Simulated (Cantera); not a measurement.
A Cantera script and its output.

```python
import numpy as np
import cantera as ct

gas = ct.Solution("gri30.yaml")
gas.TPX = 1298, 51000, {'N2O': 1, 'H2O': 0.0063}
reactor = ct.IdealGasConstPressureReactor(gas, energy="off", clone=False)
net = ct.ReactorNet([reactor])
net.rtol, net.atol = 1e-08, 1e-18
show = ['N2O', 'O2', 'NO', 'N2', 'NO2', 'O']
times = np.geomspace(0.0006, 8, 13)

steps = ct.SolutionArray(gas, extra=["t"])
rows = []
print(f"{'t/s':>10s}{'T/K':>9s}{'P/Pa':>11s}" + "".join(f"{s:>11s}" for s in show))
for t in times:
    while net.time < t:
        t_next = net.step()
        steps.append(gas.state, t=t_next)
    rows.append([np.interp(t, steps.t, y) for y in (steps.T, steps.P, *steps(*show).X.T)])
    print(f"{t:10.3e}{rows[-1][0]:9.1f}{rows[-1][1]:11.4g}" + "".join(f"{x:11.3e}" for x in rows[-1][2:]))
rate = np.gradient(steps.T, steps.t)
print("integrator steps:", len(steps.t))
if steps.T.max() > steps.T[0] + 200:
    print(f"time of steepest temperature rise: {steps.t[rate.argmax()]:.4e} s")
gas.TPX = 1298, 51000, {'N2O': 1, 'H2O': 0.0063}
gas.equilibrate("TP")
print(f"equilibrium (TP): T = {gas.T:.1f} K  " + "  ".join(f"{s} {gas[s].X[0]:.3e}" for s in show))
```

Output:

```
       t/s      T/K       P/Pa        N2O         O2         NO         N2        NO2          O
 6.000e-04   1298.0    5.1e+04  9.922e-01  4.353e-04  1.494e-04  9.604e-04  8.806e-07  7.362e-06
 1.324e-03   1298.0    5.1e+04  9.903e-01  9.698e-04  3.250e-04  2.132e-03  7.978e-06  7.336e-06
 2.922e-03   1298.0    5.1e+04  9.861e-01  2.149e-03  6.956e-04  4.721e-03  3.732e-05  7.296e-06
 6.447e-03   1298.0    5.1e+04  9.770e-01  4.732e-03  1.491e-03  1.039e-02  1.089e-04  7.206e-06
 1.423e-02   1298.0    5.1e+04  9.574e-01  1.033e-02  3.220e-03  2.262e-02  2.228e-04  7.057e-06
 3.140e-02   1298.0    5.1e+04  9.161e-01  2.218e-02  6.924e-03  4.833e-02  3.280e-04  6.894e-06
 6.928e-02   1298.0    5.1e+04  8.335e-01  4.599e-02  1.436e-02  9.977e-02  3.857e-04  6.728e-06
 1.529e-01   1298.0    5.1e+04  6.844e-01  8.916e-02  2.763e-02  1.928e-01  4.106e-04  6.465e-06
 3.374e-01   1298.0    5.1e+04  4.620e-01  1.539e-01  4.674e-02  3.318e-01  4.195e-04  5.913e-06
 7.445e-01   1298.0    5.1e+04  2.221e-01  2.247e-01  6.543e-02  4.827e-01  4.205e-04  4.679e-06
 1.643e+00   1298.0    5.1e+04  6.309e-02  2.733e-01  7.434e-02  5.845e-01  4.166e-04  2.430e-06
 3.625e+00   1298.0    5.1e+04  7.919e-03  2.914e-01  7.493e-02  6.210e-01  4.761e-04  5.178e-07
 8.000e+00   1298.0    5.1e+04  1.536e-04  2.941e-01  7.454e-02  6.264e-01  6.730e-04  1.375e-07
integrator steps: 1468
equilibrium (TP): T = 1298.0 K  N2O 1.971e-08  O2 3.317e-01  NO 4.531e-04  N2 6.637e-01  NO2 4.433e-06  O 1.385e-07
```

Computed with Cantera and GRI-Mech 3.0 (53 species, 325 reactions). GRI-Mech 3.0 was tuned for natural gas; its chemistry of N2O as a main component is partial and can be far from experiment. The mechanism lacks the step 2 NO + O2 → 2 NO2, which can matter for NO2 below about 1400 K. The temperature is held fixed by assumption; the heat of reaction is taken as removed at once.
